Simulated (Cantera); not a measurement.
## CS2 + H2 (abatement and gas-phase synthesis)

Input: 1 mol CS2, 3.9 mol H2.

Equilibrium computed with Cantera from the NASA thermochemical tables; the gas is ideal and each condensed phase is pure. Candidate condensed phases: C, C6H6, C7H8, C8H18, S; 83 gas species. The ideal-gas law is rough above about 30 bar. Equilibrium is a limit: real reactors are often held back by kinetics, nucleation or transport.

Stable condensed phases:

```
T in °C \ P in Pa
               10       84      710     6000    50000   420000  3600000 30000000
   2000         A        A        A        A        A        B        B        B
   1925         A        A        A        A        B        B        B        B
   1850         A        A        A        A        B        B        B        B
   1775         A        A        A        A        B        B        B        B
   1700         A        A        A        B        B        B        B        B
   1625         A        A        A        B        B        B        B        B
   1550         A        A        B        B        B        B        B        B
   1475         A        A        B        B        B        B        B        B
   1400         A        B        B        B        B        B        B        B
   1325         A        B        B        B        B        B        B        B
   1250         B        B        B        B        B        B        B        B
   1175         B        B        B        B        B        B        B        B
   1100         B        B        B        B        B        B        B        B
   1025         B        B        B        B        B        B        B        B
```

A: gas only; B: C.
